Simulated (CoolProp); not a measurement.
Vapour-liquid equilibrium of p-xylene (1) + n-undecane (2) at 512.2 K; x and y are mole fractions of (1).

The numbers come from the multi-fluid Helmholtz-energy mixture model, Zhou 2012 and Aleksandrov 2011; pair parameters Bell 2016 in CoolProp.

```tsv
x	bubble pressure (kPa)	y at the bubble point	dew pressure at overall composition x (kPa)	liquid density (mol/L)
0.05	286.4	0.116	272.8	3.644
0.15	334.5	0.306	294.0	3.811
0.25	384.6	0.455	318.8	3.992
0.35	436.9	0.575	347.9	4.188
0.45	491.4	0.674	382.6	___
0.55	548.1	0.756	424.8	4.632
0.65	607.1	0.825	477.0	4.887
0.75	668.2	___	543.6	5.166
0.85	___	0.936	631.0	5.475
0.95	796.6	0.980	751.0	5.817
```

Question: Fill in the missing entries.

Answer: 
- 0.45, liquid density (mol/L): 4.400
- 0.75, y at the bubble point: 0.885
- 0.85, bubble pressure (kPa): 731.5

No azeotrope shows between x = 0.05 and 0.95.

Pair parameters are fitted to limited data, so mixtures are less certain than the pure fluids.
